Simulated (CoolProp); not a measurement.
The numbers come from the reference Helmholtz-energy equation of state, Thol 2019 in CoolProp.

**Question.** Give the vapour pressure (kPa), vapour density (kg/m³), enthalpy of vaporisation (kJ/kg), surface tension (mN/m) of saturated n-hexane at -26.55, -10.75 °C.

**Answer.** 
| T (°C) | p (kPa) | vapour density (kg/m³) | enthalpy of vaporisation (kJ/kg) | surface tension (mN/m) |
|---|---|---|---|---|
| -26.55 | 1.21 | 0.0510 | 400 | 23.4 |
| -10.75 | 3.30 | 0.131 | 390 | 21.7 |

Surface tension comes from a separate correlation (Mulero 2012).
